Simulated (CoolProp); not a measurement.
Dry air along the isobar 3220 kPa: Z from the reference equation and from simpler models built on Tc = 132.5 K, pc = 3786 kPa, ω = 0.034; each cubic takes its own stable root.

Values from CoolProp's reference Helmholtz-energy equation of state, Lemmon 2000. It is a pseudo-pure fit of the blend.

```
T (K)  phase  reference
-----  -----  ---------
135.9    gas     0.6477
146.9    gas     0.7553
157.9    gas     0.8173
168.9    gas     0.8591
179.9    gas     0.8892
190.8    gas     0.9117
201.8    gas     0.9292
212.8    gas     0.9430
223.8    gas     0.9541
234.8    gas     0.9631
245.8    gas     0.9705
256.7    gas     0.9766
267.7    gas     0.9817
278.7    gas     0.9861
```

Q: How far does each simpler model (Pitzer virial, van der Waals, Redlich-Kwong) lie from the reference over these 14 states: mean and median of the absolute difference, and the worst?

A: 
- Pitzer virial: mean 1.6 %, median 0.3 %, worst +13.0 % at 135.9 K and 3220 kPa
- van der Waals: mean 1.7 %, median 1.6 %, worst +4.5 % at 135.9 K and 3220 kPa
- Redlich-Kwong: mean 0.5 %, median 0.5 %, worst +0.7 % at 135.9 K and 3220 kPa
